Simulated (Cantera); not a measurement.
Source: NASA polynomial tables (part measured, part estimated), evaluated in Cantera. Values are per mole of reaction as written; species without (g) are pure solids or liquids, kept so even where they would boil at 1 bar.

Q: Between 998 and 1673 K, where is each reaction favourable under standard conditions?
- 3 PbO + 2 S2(g) ⇌ SO3(g) + 3 PbS(g)
- 2 O3(g) + 6 PbS ⇌ 3 S2(g) + 6 PbO
- 2 SO2(g) + 4 PbS ⇌ 3 S2(g) + 4 PbO(g)

A: 
- 3 PbO + 2 S2(g) ⇌ SO3(g) + 3 PbS(g): ΔG° is 74 kJ at 998 K and -73 kJ at 1673 K; it changes sign between 1223 and 1298 K. ΔH° is 233 kJ and ΔS° 183 J/K at 1673 K.
- 2 O3(g) + 6 PbS ⇌ 3 S2(g) + 6 PbO: ΔG° is -689 kJ at 998 K and -789 kJ at 1673 K; it stays negative (K > 1). ΔH° is -566 kJ and ΔS° 133 J/K at 1673 K.
- 2 SO2(g) + 4 PbS ⇌ 3 S2(g) + 4 PbO(g): ΔG° is 899 kJ at 998 K and 449 kJ at 1673 K; it stays positive (K < 1). ΔH° is 1472 kJ and ΔS° 612 J/K at 1673 K.
